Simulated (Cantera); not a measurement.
Mixture: CH4 : O2 : N2 = 1 : 2.3 : 8.64 (molar parts), at 9.87 atm, adiabatic and at constant pressure. Ignition delay is the time to a rise of 400 K.

Model: GRI-Mech 3.0 (53 species, 325 reactions), integrated in Cantera.

**Question.** Predict: delay at 1050 K; delay at 1150 K; delay at 1250 K; delay at 1350 K; delay at 1450 K; delay at 1550 K; delay at 1650 K; apparent activation energy between 1450 and 1650 K.

**Answer.** 
```json
{
  "delay at 1050 K": "34.8 ms",
  "delay at 1150 K": "8.37 ms",
  "delay at 1250 K": "2.43 ms",
  "delay at 1350 K": "0.795 ms",
  "delay at 1450 K": "0.286 ms",
  "delay at 1550 K": "0.112 ms",
  "delay at 1650 K": "47.7 µs",
  "apparent activation energy between 1450 and 1650 K": "180 kJ/mol"
}
```
